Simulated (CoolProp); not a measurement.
Vinyl chloride along the isotherm 57.05 °C: fugacity coefficient from the reference equation and from simpler models built on Tc = 151.9 °C, pc = 5.600 MPa, ω = 0.160; each cubic takes its own stable root.

The numbers come from the reference Helmholtz-energy equation of state, Thol 2022 in CoolProp.

```
p (MPa)   phase  reference  van der Waals  Redlich-Kwong  Soave-Redlich-Kwong  Peng-Robinson
-------  ------  ---------  -------------  -------------  -------------------  -------------
1.75     liquid        ___         0.8311         0.5607               0.4840         0.4749
3.5      liquid     0.2506         0.4699         0.2955               0.2548         0.2485
5.25     liquid     0.1752         0.3372         0.2076               0.1787         0.1733
7        liquid        ___         0.2719         0.1639               0.1410         0.1359
8.75     liquid        ___         0.2336         0.1380               0.1186         0.1136
10.5     liquid        ___         0.2089            ___               0.1038        0.09893
12.3     liquid    0.09013         0.1916         0.1087              0.09322        0.08833
14       liquid    0.08279         0.1800         0.1002              0.08588        0.08094
```

Task: Some entries are withheld; supply them.

Result: 
- 1.75, reference: 0.4781
- 7, reference: 0.1377
- 8.75, reference: 0.1154
- 10.5, reference: 0.1007
- 10.5, Redlich-Kwong: 0.1210

At some of these states van der Waals gives the other phase, because its saturation line lies elsewhere.
